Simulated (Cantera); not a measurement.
Charge: 1 mol (CH₃)₂SiCl₂, 0.0078 mol C₂H₂, a varied amount of H₂, equilibrated at 2075 K and 0.110 bar.

Equilibrium computed with Cantera from the NASA thermochemical tables; the gas is ideal and each condensed phase is pure. Candidate condensed phases: C, C₆H₆, C₇H₈, C₈H₁₈, Si, SiC; 109 gas species. The feed counts by its element totals alone. Gases not in the tables: Si₂H₆ and higher silanes. The numbers say what is thermodynamically allowed, not how fast it happens.

Question: What share of the Si ends up in condensed phases as a function of n(H₂) (mol), at 110, 150, 190, 230, 270, 310, 350, 390, 420, 460, 500?

Answer: 
```json
[
 {"n(H₂) (mol)": "110", "Si condensed (%)": "98.2", "as": "SiC(s)"},
 {"n(H₂) (mol)": "150", "Si condensed (%)": "98.0", "as": "SiC(s)"},
 {"n(H₂) (mol)": "190", "Si condensed (%)": "97.7", "as": "SiC(s)"},
 {"n(H₂) (mol)": "230", "Si condensed (%)": "97.3", "as": "SiC(s)"},
 {"n(H₂) (mol)": "270", "Si condensed (%)": "97.0", "as": "SiC(s)"},
 {"n(H₂) (mol)": "310", "Si condensed (%)": "96.6", "as": "SiC(s)"},
 {"n(H₂) (mol)": "350", "Si condensed (%)": "96.2", "as": "SiC(s)"},
 {"n(H₂) (mol)": "390", "Si condensed (%)": "95.8", "as": "SiC(s)"},
 {"n(H₂) (mol)": "420", "Si condensed (%)": "95.5", "as": "SiC(s)"},
 {"n(H₂) (mol)": "460", "Si condensed (%)": "94.9", "as": "SiC(s)"},
 {"n(H₂) (mol)": "500", "Si condensed (%)": "94.3", "as": "SiC(s)"}
]
```
